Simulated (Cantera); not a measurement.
Input: 1 mol CO2, 0.004 mol SO2, 2.3 mol N2, held at 775 °C and 46.0 Pa.

Cantera equilibrium calculation (NASA polynomials, part measured and part estimated; ideal gas, pure solids and liquids). Equilibrium is a limit: real reactors are often held back by kinetics, nucleation or transport.

| species | before | after |
|---|---|---|
| N2 | 0.696 | 0.695 |
| CS2 | <1e-9 | 0.266 |
| S2 | <1e-9 | 0.0363 |
| CO2 | 0.303 | <1e-9 |
| SO2 | 0.00121 | <1e-9 |
| COS | <1e-9 | 2.55e-5 |
| CO | 3.28e-6 | 0.00239 |
| C(graphite), mol | 0 | 0.110 |
Gas species are given as mole fractions.

Task: What was changed between the two runs?
A) CO2 replaced by CS2
B) temperature from 775 °C to 2452 °C
C) temperature from 775 °C to 2350 °C
D) temperature from 775 °C to 2352 °C

Result: A, CO2 replaced by CS2. Gases not in the tables: S3 to S7
